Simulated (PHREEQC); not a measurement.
# Reverse-osmosis reject (model solution)

Model water analysis in mg/kgw, 25 °C, pH 6.22:

```tsv
constituent	mg/kgw
Na	1550
K	351
Ca	98.6
Mg	399
Cl	3590
S(6) as SO4	760
Alkalinity as HCO3	0.151
Br	28.9
```

Cl is adjusted to close the charge balance.
Valence states are taken as typed.

All values are PHREEQC results (Pitzer model, pitzer.dat), not measurements.

Each row changes one thing in this solution. This is a speciation only: nothing precipitates in the calculation.

```
case                                               CO2 (mol/kgw)  HCO3- (mol/kgw)  HSO4- (mol/kgw)  MgOH+ (mol/kgw)  MgCO3 (mol/kgw)  CO3-2 (mol/kgw)  SI of Gypsum (CaSO4:2H2O)  SI of Epsomite (MgSO4:7H2O)
-------------------------------------------------  -------------  ---------------  ---------------  ---------------  ---------------  ---------------  -------------------------  ---------------------------
as made                                                  3.41e-6          3.34e-6          1.42e-7          1.63e-8         9.33e-10         7.94e-10                      -1.25                        -3.15
pH from 6.22 to 6.72 at the same alkalinity              8.49e-7          2.63e-6          4.50e-8          5.17e-8          2.32e-9          1.97e-9                      -1.25                        -3.15
K from 351 to 176 mg/kgw                                 3.44e-6          3.34e-6          1.44e-7          1.65e-8         9.47e-10         7.89e-10                      -1.24                        -3.14
temperature from 25 to 35 °C at the same typed pH        3.07e-6          3.34e-6          1.85e-7          3.73e-8          1.24e-9         9.55e-10                      -1.25                        -3.24
pH from 6.22 to 5.5 at the same alkalinity               3.89e-5          7.25e-6          7.46e-7          3.11e-9         3.85e-10         3.28e-10                      -1.25                        -3.15
all concentrations times 3 at the same typed pH          6.98e-6          8.38e-6          2.47e-7          3.61e-8          4.54e-9          3.52e-9                      -0.70                        -2.61
```
